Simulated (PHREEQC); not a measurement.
A solution holds 0.28 mol HF, 0.0063 mol NH4HF2, 0.0017 mol H4SiO4 and 4.1e-05 mol HCl per kg of water, at 25 °C. Closed to the air; pH follows from the charge balance.

Equilibrium calculation in PHREEQC: ion-association model, wateq4f.dat.

```tsv
quantity	before	after
pH	1.94	2.35
ionic strength (mol/kgw)	0.0208	0.0130
F- (mol/kgw)	0.0100	0.00679
HF2- (mol/kgw)	0.00569	0.00107
SI of Quartz (SiO2)	-9.06	-6.47
```

Problem. Which change was made?
(A) HF left out
(B) HF from 0.28 to 0.056 mol/kgw
(C) temperature from 25 to 75 °C
(D) H4SiO4 replaced by K2SiO3 at the same molality
(E) temperature from 25 to 30 °C

Solution. B, HF from 0.28 to 0.056 mol/kgw

This is a speciation only: nothing precipitates in the calculation. wateq4f.dat counts part of the HF as a dimer, H2F2, which phreeqc.dat doesn't know; its constant is uncertain. SiF6-2 is the database's only silicon fluoride.
